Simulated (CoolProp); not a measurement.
Model: reference Helmholtz-energy equation of state, Lemmon 2006, in CoolProp. It is a short technical equation, of lower accuracy than the large ones.

Problem. For nitrous oxide, give the phase and the cp (kJ/(kg K)), speed of sound (m/s), fugacity coefficient at 500 K and 4020 kPa; 500 K and 16100 kPa; 500 K and 36200 kPa.

Solution. 
- 500 K and 4020 kPa: gas; cp 1.10, speed of sound 336, fugacity coefficient 0.967
- 500 K and 16100 kPa: supercritical; cp 1.31, speed of sound 337, fugacity coefficient 0.882
- 500 K and 36200 kPa: supercritical; cp 1.52, speed of sound 405, fugacity coefficient 0.796
